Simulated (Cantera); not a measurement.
An isothermal, constant-pressure homogeneous reactor starts with CO : O2 : H2O : N2 : H2 = 0.016 : 0.088 : 0.00016 : 1 : 0.0084 (molar parts), at 1250 K and 6.10 bar.

Cantera simulation using GRI-Mech 3.0 (53 species, 325 reactions); the numbers are that mechanism's predictions, not measurements. The hydrogen kinetics of GRI-Mech 3.0 are dated; newer H2 mechanisms differ, most at raised pressure.

x: mole fraction; the columns are a selection and need not sum to one.

```
t (s)        x CO    x O2    x H2O       x H    x HO2
--------  -------  ------  -------  --------  -------
0.000100   0.0127  0.0756  0.00557   4.07e-5  6.70e-5
0.000501   0.0101  0.0736  0.00757   1.66e-6  2.12e-5
0.00251   0.00673  0.0720  0.00773   5.89e-7  1.30e-5
0.0126    0.00168  0.0697  0.00776   1.03e-7  5.55e-6
0.0632        [?]  0.0689  0.00778       [?]      [?]
0.317     1.13e-7  0.0689  0.00778  8.03e-12  5.57e-9
1.59      1.22e-9  0.0689  0.00778  4.05e-12  4.35e-9
7.98      1.22e-9  0.0689  0.00778  4.02e-12  4.35e-9
40.0      1.22e-9  0.0689  0.00778  4.02e-12  4.35e-9
```

### Question
Some entries are withheld; supply them.

### Answer

- 0.0632, x CO: 5.84e-5
- 0.0632, x H: 1.72e-9
- 0.0632, x HO2: 3.56e-7
